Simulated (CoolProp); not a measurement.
Vapour-liquid equilibrium of R245fa (1) + n-pentane (2) at 296.9 K; x and y are mole fractions of (1).

The numbers come from the multi-fluid Helmholtz-energy mixture model, Akasaka 2015 and Thol 2019; pair parameters Bell 2016 in CoolProp.

```tsv
x	bubble pressure (MPa)	y at the bubble point	dew pressure at overall composition x (MPa)	liquid density (mol/L)
0.05	0.1044	0.392	0.06855	8.648
0.15	0.1461	0.589	0.07627	8.698
0.25	0.1622	0.644	0.08586	8.762
0.35	0.1677	0.663	0.09810	8.843
0.45	0.1693	0.671	0.1142	8.946
0.55	0.1700	0.676	0.1358	9.074
0.65	0.1706	0.686	0.1640	9.230
0.75	0.1704	0.709	0.1678	9.414
0.85	0.1670	0.760	0.1579	9.630
0.95	0.1547	0.880	0.1471	9.876
```

y crosses x between x = 0.65 and 0.75: the model has an azeotrope there.

Pair parameters are fitted to limited data, so mixtures are less certain than the pure fluids. With so large a gap from Raoult's law the liquid may split in two, which this calculation doesn't test in full.
